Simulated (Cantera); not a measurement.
Feed: 1 mol Si2Cl6, 35 mol N2, held at 898 K and 0.00210 bar.

These are equilibrium values from Cantera (NASA tables, ideal gas, pure condensed phases), not measurements of a reactor. Candidate condensed phases: Si, Si3N4; 13 gas species. The feed counts by its element totals alone. N2 is the only nitrogen source here; it is nearly inert below about 1500 K, so the nitride shown seldom forms there in practice. The tables' values for SiCl3 are old estimates; treat these amounts as uncertain. Equilibrium is a limit: real reactors are often held back by kinetics, nucleation or transport.

Base state: N2 0.959, SiCl4 0.0415, SiCl3 1.13e-5 (mole fractions); condensed: Si3N4(s).

What changes in the equilibrium state with this change: temperature from 898 K to 1525 K?


```json
[
 {"species": "N2", "before": "0.959", "after": "0.944"},
 {"species": "SiCl2", "before": "1.48e-7", "after": "0.0221"},
 {"species": "SiCl4", "before": "0.0415", "after": "0.0197"},
 {"species": "SiCl3", "before": "1.13e-5", "after": "0.0121"},
 {"species": "Cl", "before": "2.10e-9", "after": "0.00233"},
 {"species": "Si3N4(s), mol", "before": "0.167", "after": "0"}
]
```
